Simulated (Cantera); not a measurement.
Premixed flame

A freely propagating, adiabatic, planar premixed flame of H₂ : O₂ : N₂ = 1 : 0.312 : 1.17 (molar parts), unburnt at 650 K and 101000 Pa; mixture-averaged transport, grid criteria slope 0.08 and curve 0.16, no radiation.

Detailed kinetics in Cantera: the H2/O2 subset of GRI-Mech 3.0, which has no nitrogen chemistry. Burning velocities carry a grid error of a few per cent, more on coarse grids.

```json
[
 {"z (mm)": "-1.38", "T (K)": "650", "u (m/s)": "10.4", "x H₂": "0.403", "x O₂": "0.126", "x H": "<1e-8", "x HO₂": "<1e-8", "x O": "<1e-8", "x OH": "<1e-8"},
 {"z (mm)": "-0.917", "T (K)": "650", "u (m/s)": "10.4", "x H₂": "0.403", "x O₂": "0.126", "x H": "<1e-8", "x HO₂": "<1e-8", "x O": "<1e-8", "x OH": "<1e-8"},
 {"z (mm)": "-0.688", "T (K)": "650", "u (m/s)": "10.4", "x H₂": "0.403", "x O₂": "0.126", "x H": "<1e-8", "x HO₂": "<1e-8", "x O": "<1e-8", "x OH": "<1e-8"},
 {"z (mm)": "-0.459", "T (K)": "650", "u (m/s)": "10.4", "x H₂": "0.403", "x O₂": "0.126", "x H": "2.10e-7", "x HO₂": "9.57e-7", "x O": "<1e-8", "x OH": "<1e-8"},
 {"z (mm)": "-0.229", "T (K)": "667", "u (m/s)": "10.7", "x H₂": "0.400", "x O₂": "0.126", "x H": "0.000412", "x HO₂": "0.000216", "x O": "1.39e-5", "x OH": "7.02e-5"},
 {"z (mm)": "-0.115", "T (K)": "857", "u (m/s)": "13.4", "x H₂": "0.369", "x O₂": "0.120", "x H": "0.0102", "x HO₂": "0.000156", "x O": "0.000431", "x OH": "0.000692"},
 {"z (mm)": "0", "T (K)": "1280", "u (m/s)": "19.5", "x H₂": "0.249", "x O₂": "0.0753", "x H": "0.0599", "x HO₂": "6.70e-5", "x O": "0.00524", "x OH": "0.00362"},
 {"z (mm)": "0.115", "T (K)": "1571", "u (m/s)": "23.6", "x H₂": "0.151", "x O₂": "0.0192", "x H": "0.0962", "x HO₂": "1.67e-5", "x O": "0.00695", "x OH": "0.00770"},
 {"z (mm)": "0.229", "T (K)": "1698", "u (m/s)": "25.3", "x H₂": "0.134", "x O₂": "0.00666", "x H": "0.0955", "x HO₂": "5.53e-6", "x O": "0.00581", "x OH": "0.00934"},
 {"z (mm)": "0.459", "T (K)": "1832", "u (m/s)": "27.1", "x H₂": "0.138", "x O₂": "0.00390", "x H": "0.0819", "x HO₂": "3.00e-6", "x O": "0.00482", "x OH": "0.0105"},
 {"z (mm)": "0.917", "T (K)": "1974", "u (m/s)": "28.9", "x H₂": "0.145", "x O₂": "0.00279", "x H": "0.0652", "x HO₂": "1.99e-6", "x O": "0.00362", "x OH": "0.0109"},
 {"z (mm)": "1.83", "T (K)": "2113", "u (m/s)": "30.6", "x H₂": "0.152", "x O₂": "0.00177", "x H": "0.0490", "x HO₂": "1.24e-6", "x O": "0.00237", "x OH": "0.0103"},
 {"z (mm)": "3.67", "T (K)": "2238", "u (m/s)": "32.1", "x H₂": "0.157", "x O₂": "0.000965", "x H": "0.0345", "x HO₂": "7.10e-7", "x O": "0.00132", "x OH": "0.00870"}
]
```
x: mole fraction of selected species; z is measured from the peak of heat release.

```
Quantity                      Value
------------------------  ---------
laminar burning velocity  1040 cm/s
thermal thickness          0.459 mm
peak x(H)                    0.0979
peak x(HO₂)                0.000237
peak x(O)                   0.00725
peak x(OH)                   0.0109
```
